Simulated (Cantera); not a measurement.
Input: 1 mol C2H5OH, 0.073 mol NH3, held at 1273 K and 0.00200 bar.

These are equilibrium values from Cantera (NASA tables, ideal gas, pure condensed phases), not measurements of a reactor. Candidate condensed phases: C, C6H6, C7H8, C8H18, H2O; 136 gas species. Equilibrium is a limit: real reactors are often held back by kinetics, nucleation or transport.

Base state: H2 0.750, CO 0.241, N2 0.00880, H 1.38e-5, HCN 1.30e-5, CH4 1.06e-5 (mole fractions); condensed: C(graphite).

**Question.** What changes in the equilibrium state with this change: temperature from 1273 K to 2025 K?

**Answer.** 
| species | before | after |
|---|---|---|
| H2 | 0.750 | 0.717 |
| CO | 0.241 | 0.237 |
| H | 1.38e-5 | 0.0364 |
| C2H2 (acetylene) | 2.79e-7 | 0.000649 |
| HNC | 9.18e-8 | 7.31e-5 |
| HCN | 1.30e-5 | 0.00123 |
| C(graphite), mol | 1.000 | 0.989 |
